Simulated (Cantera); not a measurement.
Charge: 1 mol AlCl3, 1.1 mol N2, 4.2 mol H2, 0.67 mol H2O, at 1775 °C and 71.3 Torr.

Cantera equilibrium calculation (NASA polynomials, part measured and part estimated; ideal gas, pure solids and liquids). Candidate condensed phases: Al, AlCl3, AlN, Al2O3, H2O, NH4Cl; 45 gas species. The tables' values for AlCl2 are old estimates; treat these amounts as uncertain. Kinetics and transport are ignored.

Base state: H2 0.499, HCl 0.275, N2 0.145, AlCl 0.0423, AlCl2 0.0178, AlCl3 0.0132, H 0.00514, Cl 0.00209 (mole fractions); condensed: Al2O3(s).

What changes in the equilibrium state with this change: temperature from 1775 °C to 1127 °C?


```tsv
species	before	after
H2	0.499	0.583
HCl	0.275	0.187
N2	0.145	0.153
AlCl3	0.0132	0.0761
AlCl	0.0423	7.06e-5
AlCl2	0.0178	0.000679
AlOCl	0.000110	4.31e-9
Al	1.61e-5	<1e-9
Cl	0.00209	3.18e-6
Al2O3(s), mol	0.221	0.223
```
